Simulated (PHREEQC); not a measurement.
Consider water at 25 °C with 0.0084 mol KHCO3 and 0.0012 mol Na2SO4 per kg of water. Closed to the air; pH follows from the charge balance.

Computed with PHREEQC (ion-association model, phreeqc.dat).

No solid was allowed to form.

What pH does the model give?

pH 8.24.

In which forms is S present?

SO4-2 96 %, KSO4- 3.6 %, NaSO4- 0.7 % of the S.
